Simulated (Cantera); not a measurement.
Thermodynamics of tantalum, niobium, vanadium and zirconium in process gases, feed V + O2 + N2

Input: 1 mol V, 0.1 mol O2, 5 mol N2, at 10.0 mbar.

Method: chemical equilibrium by Gibbs-energy minimisation in Cantera with the NASA 1993 tables (ideal gas, pure condensed phases). Candidate condensed phases: V, VN, VO, V2O3, V2O4, V2O5; 13 gas species. Mutual solubility and eutectic melting of coexisting phases are not modelled. VN, VO: taken at fixed stoichiometry. Condensed phases not in the tables: the oxides between V2O3 and V2O5 other than VO2, solid solutions among these carbides, nitrides and lower oxides, V2N, N, O or C dissolved in the metal. The numbers say what is thermodynamically allowed, not how fast it happens.

From 477 °C to 1077 °C the condensed part is VN(s) + V2O3(s). From 1277 °C to 1677 °C the condensed part is VN(s) + VO(s). At 1877 °C the condensed part is V(s) + VO(l).

| T (°C) | x N2 | x V | x VO | x VO2 | n VN(s) | n V2O3(s) | n VO(s) | n V(s) | n VO(l) |
|---|---|---|---|---|---|---|---|---|---|
| 477 | 1.00 | <1e-12 | <1e-12 | <1e-12 | 0.867 | 0.0667 | 0 | 0 | 0 |
| 677 | 1.00 | <1e-12 | <1e-12 | <1e-12 | 0.867 | 0.0667 | 0 | 0 | 0 |
| 877 | 1.00 | <1e-12 | <1e-12 | <1e-12 | 0.867 | 0.0667 | 0 | 0 | 0 |
| 1077 | 1.00 | <1e-12 | 3.69e-11 | 4.27e-10 | 0.867 | 0.0667 | 0 | 0 | 0 |
| 1277 | 1.00 | 3.87e-10 | 2.10e-8 | 5.34e-8 | 0.800 | 0 | 0.200 | 0 | 0 |
| 1477 | 1.000 | 2.24e-7 | 2.25e-6 | 1.48e-6 | 0.800 | 0 | 0.200 | 0 | 0 |
| 1677 | 1.000 | 3.41e-5 | 8.77e-5 | 1.96e-5 | 0.800 | 0 | 0.199 | 0 | 0 |
| 1877 | 0.997 | 0.00189 | 0.00146 | 0.000125 | 0 | 0 | 0 | 0.791 | 0.191 |
x: gas mole fraction; n: condensed amount in mol.
